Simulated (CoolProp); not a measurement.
20 sccm (0 °C, 1 atm) of nitrogen bubbles through liquid ethylbenzene at 292.3 K and leaves saturated at a total pressure of 0.0231 MPa (ideal gas phase). Each further row changes one setting.

The numbers come from the reference Helmholtz-energy equation of state, Zhou 2012 in CoolProp.

| case | vapour pressure (kPa) | mole fraction of vapour | delivery (mg/min) | delivery (sccm) | change of delivery for a bath 1 K warmer (%) |
|---|---|---|---|---|---|
| as stated | 0.908 | … | … | 0.818 | … |
| bath temperature 297.3 K | 1.22 | … | … | … | 6.3 |
| total pressure 0.0462 MPa | 0.908 | … | 1.90 | 0.401 | 6.3 |

Task: Some entries are withheld; supply them.

Result: 
- as stated, mole fraction of vapour: 0.0393
- as stated, delivery (mg/min): 3.87
- as stated, change of delivery for a bath 1 K warmer (%): 6.4
- bath temperature 297.3 K, mole fraction of vapour: 0.0527
- bath temperature 297.3 K, delivery (mg/min): 5.27
- bath temperature 297.3 K, delivery (sccm): 1.11
- total pressure 0.0462 MPa, mole fraction of vapour: 0.0196
